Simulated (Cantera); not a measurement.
A Cantera script and its output.

```python
import numpy as np
import cantera as ct

gas = ct.Solution("gri30.yaml", transport_model="multicomponent")
show = ['CH4', 'N2', 'C2H2']

rows = []
print(f"{'T/K':>7s}{'rho':>11s}{'cp':>10s}{'mu':>11s}{'lambda':>11s}{'Pr':>7s}" + "".join(f"{'D_' + s:>11s}" for s in show))
for T in [400, 500, 600, 700, 800, 900]:
    gas.TPX = T, 17, {'N2': 0.9, 'NO': 0.75}
    Pr = gas.cp_mass * gas.viscosity / gas.thermal_conductivity
    D = [gas.mix_diff_coeffs_mole[gas.species_index(s)] for s in show]
    rows.append([gas.density, gas.cp_mass, gas.viscosity, gas.thermal_conductivity, Pr, *D])
    print(f"{T:7g}{gas.density:11.4e}{gas.cp_mass:10.1f}{gas.viscosity:11.4e}"
          f"{gas.thermal_conductivity:11.4e}{Pr:7.3f}" + "".join(f"{d:11.4e}" for d in D))
print("SI units: kg/m3, J/kg/K, Pa s, W/m/K, m2/s")
```

Output:

```
    T/K        rho        cp         mu     lambda     Pr      D_CH4       D_N2     D_C2H2
    400 1.4782e-04    1023.9 2.2701e-05 3.2735e-02  0.710 2.2127e-01 2.0191e-01 1.6601e-01
    500 1.1826e-04    1038.2 2.6546e-05 3.8914e-02  0.708 3.2587e-01 2.9600e-01 2.4597e-01
    600 9.8549e-05    1058.4 3.0063e-05 4.4983e-02  0.707 4.4528e-01 4.0329e-01 3.3743e-01
    700 8.4471e-05    1082.2 3.3338e-05 5.1033e-02  0.707 5.7850e-01 5.2293e-01 4.3956e-01
    800 7.3912e-05    1107.3 3.6424e-05 5.7064e-02  0.707 7.2475e-01 6.5424e-01 5.5175e-01
    900 6.5700e-05    1131.4 3.9360e-05 6.3012e-02  0.707 8.8341e-01 7.9667e-01 6.7349e-01
SI units: kg/m3, J/kg/K, Pa s, W/m/K, m2/s
```

Computed with Cantera and GRI-Mech 3.0 (53 species, 325 reactions).
